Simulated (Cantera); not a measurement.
## Equilibrium for aluminium nitride and oxide growth: Al(CH3)3 + NH3 + H2

Charge: 1 mol Al(CH3)3, 12 mol NH3, 23 mol H2, held at 0.0700 bar.

Method: chemical equilibrium by Gibbs-energy minimisation in Cantera with the NASA 1993 tables (ideal gas, pure condensed phases). Candidate condensed phases: Al, AlN, C, C6H6, C7H8, C8H18; 97 gas species. The feed counts by its element totals alone. The numbers say what is thermodynamically allowed, not how fast it happens.

| T (K) | x H2 | x N2 | x H | x HCN | n AlN(s) | n C(graphite) |
|---|---|---|---|---|---|---|
| 1475 | 0.892 | 0.108 | 4.63e-5 | 0.000274 | 1.00 | 2.98 |
| 1525 | 0.892 | 0.108 | 8.44e-5 | 0.000390 | 1.000 | 2.97 |
| 1575 | 0.892 | 0.108 | 0.000148 | 0.000542 | 1.000 | 2.96 |
| 1625 | 0.891 | 0.107 | 0.000252 | 0.000738 | 1.000 | 2.95 |
| 1675 | 0.891 | 0.107 | 0.000414 | 0.000986 | 1.000 | 2.94 |
| 1725 | 0.891 | 0.107 | 0.000662 | 0.00129 | 1.000 | 2.92 |
| 1775 | 0.890 | 0.107 | 0.00103 | 0.00167 | 0.998 | 2.90 |
| 1825 | 0.889 | 0.107 | 0.00157 | 0.00213 | 0.995 | 2.87 |
| 1875 | 0.888 | 0.106 | 0.00233 | 0.00268 | 0.985 | 2.83 |
| 1925 | 0.886 | 0.106 | 0.00340 | 0.00333 | 0.957 | 2.78 |
x: gas mole fraction; n: condensed amount in mol.

From 1475 K to 1925 K the condensed part is AlN(s) + C(graphite).
